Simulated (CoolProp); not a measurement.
n-perfluorohexane along the isobar 20.8 bar: Z from the reference equation and from simpler models built on Tc = 448.0 K, pc = 17.42 bar, ω = 0.497; each cubic takes its own stable root.

Computed with CoolProp (reference Helmholtz-energy equation of state, Gao 2022).

```tsv
T (K)	phase	reference
256	liquid	0.1834
280.3	liquid	0.1739
304.5	liquid	0.1666
328.8	liquid	0.1612
353	liquid	0.1577
377.3	liquid	0.1565
401.5	liquid	0.1584
425.8	liquid	0.1665
450	supercritical	0.2019
```

**Question.** How far does each simpler model (van der Waals, Soave-Redlich-Kwong, Peng-Robinson) lie from the reference over these 9 states: mean and median of the absolute difference, and the worst?

**Answer.** 
- van der Waals: mean 71.7 %, median 73.9 %, worst +77.5 % at 256 K and 20.8 bar
- Soave-Redlich-Kwong: mean 18.8 %, median 15.7 %, worst +32.7 % at 450 K and 20.8 bar
- Peng-Robinson: mean 5.7 %, median 2.7 %, worst +20.5 % at 450 K and 20.8 bar
